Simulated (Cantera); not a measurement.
Input: 1 mol CH3Cl, 0.24 mol H2, held at 5.00 Pa.

Cantera equilibrium calculation (NASA polynomials, part measured and part estimated; ideal gas, pure solids and liquids). Candidate condensed phases: C, C6H6, C7H8, C8H18; 91 gas species. Kinetics and transport are ignored.

Problem. Which condensed phases are stable at each of these points (T (K)): 2275, 2350, 2425, 2500, 2575, 2650, 2725, 2800, 2875, 2950?

Solution. 
| T (K) | condensed phases | C condensed (%) |
|---|---|---|
| 2275 | C(graphite) | 99.2 |
| 2350 | C(graphite) | 98.2 |
| 2425 | C(graphite) | 94.9 |
| 2500 | C(graphite) | 84.1 |
| 2575 | C(graphite) | 49.9 |
| 2650 | gas only | 0.0 |
| 2725 | gas only | 0.0 |
| 2800 | gas only | 0.0 |
| 2875 | gas only | 0.0 |
| 2950 | gas only | 0.0 |

From 2275 K to 2575 K the condensed part is C(graphite). From 2650 K to 2950 K nothing is condensed.
